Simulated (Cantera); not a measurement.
Charge: 1 mol SiH2Cl2, 0.0098 mol C3H8, a varied amount of H2, held at 1200 K and 10.0 mbar.

These are equilibrium values from Cantera (NASA tables, ideal gas, pure condensed phases), not measurements of a reactor. Candidate condensed phases: C, C6H6, C7H8, C8H18, Si, SiC; 109 gas species. Mutual solubility and eutectic melting of coexisting phases are not modelled. Rates play no part.

### Question
What share of the Si ends up in condensed phases as a function of n(H2) (mol), at 43, 59, 80, 110, 150, 200, 270, 370, 500, 680, 920, 1200, 1700?

### Answer
| n(H2) (mol) | Si condensed (%) | as |
|---|---|---|
| 43 | 82.3 | Si(s) + SiC(s) |
| 59 | 86.3 | Si(s) + SiC(s) |
| 80 | 89.4 | Si(s) + SiC(s) |
| 110 | 92.0 | Si(s) + SiC(s) |
| 150 | 94.0 | Si(s) + SiC(s) |
| 200 | 95.5 | Si(s) + SiC(s) |
| 270 | 96.6 | Si(s) + SiC(s) |
| 370 | 97.5 | Si(s) + SiC(s) |
| 500 | 98.1 | Si(s) + SiC(s) |
| 680 | 98.6 | Si(s) + SiC(s) |
| 920 | 99.0 | Si(s) + SiC(s) |
| 1200 | 99.2 | Si(s) + SiC(s) |
| 1700 | 99.4 | Si(s) + SiC(s) |
